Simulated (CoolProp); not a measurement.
Vapour pressure (MPa) of hexamethyldisiloxane (MM): the reference equation beside estimates from Tc = 518.7 K, pc = 1.931 MPa, ω = 0.418.

Model: reference Helmholtz-energy equation of state, Thol 2016, in CoolProp.

```
T (K)  reference  Soave-Redlich-Kwong  Peng-Robinson
-----  ---------  -------------------  -------------
280.6   0.002135             0.002127       0.002288
285.6   0.002849             0.002833       0.003026
290.5   0.003735             0.003709       0.003936
295.5   0.004867             0.004829       0.005093
300.4   0.006243             0.006189       0.006491
305.4   0.007967             0.007894       0.008236
310.3    0.01002             0.009927        0.01031
315.3    0.01255              0.01243        0.01285
320.3    0.01558              0.01544        0.01589
325.2    0.01910              0.01894        0.01941
330.2    0.02334              0.02316        0.02365
```

Absolute difference from the reference over all 11 rows, mean and median: Soave-Redlich-Kwong 0.8 and 0.8 %, Peng-Robinson 3.7 and 3.4 %.
